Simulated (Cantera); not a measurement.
Input (Python, Cantera) and output of one run.

```python
import numpy as np
import cantera as ct

gas_names = """
    N NO NO2 NO3 N2 N2O O O2 O3 Pb PbO Pb2
""".split()
cond_names = """
    Pb(cr) Pb(L) PbO(rd) PbO(yw) PbO(L) PbO2(s) Pb3O4(s)
""".split()


# ... load() reads the species with a 1 bar reference pressure and builds the phases ...
atoms = {
    'PbO': {'Pb': 1, 'O': 1},
    'N2': {'N': 2},
}
top_T = {'Pb3O4(s)': 820}  # K; cautious upper limits of use, not melting points


# ... equilibrate(T, P, feed) seeds the gas with the atoms and calls Mixture.equilibrate('TP', solver="vcs", rtol=1e-11, max_steps=5000) ...
results = []
feed = {'PbO': 1, 'N2': 17}  # mol
T = 550  # K
P = 100000  # Pa
mix = equilibrate(T, P, feed)
results.append((T, P, feed, dict(zip(mix.species_names, mix.species_moles))))
x = sorted(zip(gas.X, gas.species_names), reverse=True)
print(f"T = {T:g} K  P = {P:g} Pa  gas = {mix.phase_moles(0):.4g} mol")
print("   x: " + "  ".join(f"{s} {v:.3e}" for v, s in x if v > 1e-06))
print("   condensed (mol): " + ("  ".join(f"{mix.phase(i).name} {mix.phase_moles(i):.4g}"
      for i in range(1, mix.n_phases) if mix.phase_moles(i) > 1e-12) or "none"))
```

Output:

```
T = 550 K  P = 100000 Pa  gas = 17 mol
   x: N2 1.000e+00
   condensed (mol): PbO(rd) 1
```

Cantera equilibrium calculation (NASA polynomials, part measured and part estimated; ideal gas, pure solids and liquids).
